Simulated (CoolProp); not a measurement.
Vapour-liquid equilibrium of R134a (1) + methanol (2) at 17.7 kPa; x and y are mole fractions of (1).

The numbers come from the multi-fluid Helmholtz-energy mixture model, Tillner-Roth 1994 and de Reuck 1993; pair parameters Bell 2016 in CoolProp.

**Question.** Give the bubble temperature and the first vapour's composition at x = 0.05, 0.15, 0.55. Is there an azeotrope?

**Answer.** x = 0.05: -32.5 °C, y = 0.979; x = 0.15: -47.0 °C, y = 0.994; x = 0.55: -53.0 °C, y = 0.997. No azeotrope shows between x = 0.05 and 0.95.

Pair parameters are fitted to limited data, so mixtures are less certain than the pure fluids. With so large a gap from Raoult's law the liquid may split in two, which this calculation doesn't test in full.
